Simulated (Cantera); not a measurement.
An adiabatic, constant-volume homogeneous reactor starts with CO : H2 : CH4 : O2 : N2 = 1 : 0.75 : 0.22 : 0.877 : 3.3 (molar parts), equivalence ratio 1.5, at 1600 K and 0.217 atm. Integrator tolerance rtol = 1e-08.

Computed with Cantera and GRI-Mech 3.0 (53 species, 325 reactions).

**Question.** What does this change do: O2 0.877 to 0.43 parts?

**Answer.** 
```json
[
 {"quantity": "time of steepest temperature rise", "before": "0.108 ms", "after": "0.247 ms"},
 {"quantity": "temperature at 1.00 s", "before": "2822 K", "after": "2483 K"},
 {"quantity": "equilibrium temperature", "before": "2822 K", "after": "2483 K"},
 {"quantity": "x(CO) at 1.00 s", "before": "0.143 (gas-phase equilibrium 0.143)", "after": "0.189 (gas-phase equilibrium 0.189)"},
 {"quantity": "x(H2) at 1.00 s", "before": "0.0434 (gas-phase equilibrium 0.0434)", "after": "0.114 (gas-phase equilibrium 0.114)"},
 {"quantity": "x(CH4) at 1.00 s", "before": "<1e-12 (gas-phase equilibrium <1e-12)", "after": "1.33e-12 (gas-phase equilibrium 1.48e-12)"},
 {"quantity": "x(O) at 1.00 s", "before": "0.0108 (gas-phase equilibrium 0.0108)", "after": "0.000160 (gas-phase equilibrium 0.000160)"},
 {"quantity": "x(H2O) at 1.00 s", "before": "0.126 (gas-phase equilibrium 0.126)", "after": "0.0854 (gas-phase equilibrium 0.0854)"},
 {"quantity": "x(NO2) at 1.00 s", "before": "7.73e-7 (gas-phase equilibrium 7.73e-7)", "after": "2.39e-9 (gas-phase equilibrium 2.39e-9)"},
 {"quantity": "x(C2H2) at 1.00 s", "before": "<1e-12 (gas-phase equilibrium <1e-12)", "after": "<1e-12 (gas-phase equilibrium <1e-12)"}
]
```
